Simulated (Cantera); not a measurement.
Charge: 1 mol Si3N4, 0.0012 mol H2O, 8.8 mol H2, at 1798.15 K and 1880 Torr.

Method: chemical equilibrium by Gibbs-energy minimisation in Cantera with the NASA 1993 tables (ideal gas, pure condensed phases). Candidate condensed phases: H2O, Si, SiO2, Si2N2O, Si3N4; 35 gas species. Mutual solubility and eutectic melting of coexisting phases are not modelled. Gases not in the tables: Si2H6 and higher silanes. Equilibrium is a limit: real reactors are often held back by kinetics, nucleation or transport.

Base state: H2 0.996, N2 0.00342, H 0.000223, SiO 0.000127, SiH2 2.94e-5 (mole fractions); condensed: Si(l) + Si2N2O(s) + Si3N4(s).

### Question
What changes in the equilibrium state with this change: temperature from 1798.15 K to 1323 K?

### Answer
```
species           before    after
--------------  --------  -------
H2                 0.996    1.000
N2               0.00342  4.46e-5
H               0.000223  1.00e-6
SiH2             2.94e-5  4.55e-9
SiO             0.000127    <1e-9
Si(l), mol        0.0438        0
Si2N2O(s), mol   7.10e-5  0.00120
Si3N4(s), mol      0.985    0.999
```

### Question
What changes in the equilibrium state with this change: temperature from 1798.15 K to 1123 K?

### Answer
```json
[
 {"species": "H2", "before": "0.996", "after": "1.000"},
 {"species": "N2", "before": "0.00342", "after": "4.31e-5"},
 {"species": "H", "before": "0.000223", "after": "2.69e-8"},
 {"species": "SiO", "before": "0.000127", "after": "<1e-9"},
 {"species": "SiH2", "before": "2.94e-5", "after": "<1e-9"},
 {"species": "Si(l), mol", "before": "0.0438", "after": "0"},
 {"species": "Si2N2O(s), mol", "before": "7.10e-5", "after": "0.00120"},
 {"species": "Si3N4(s), mol", "before": "0.985", "after": "0.999"}
]
```
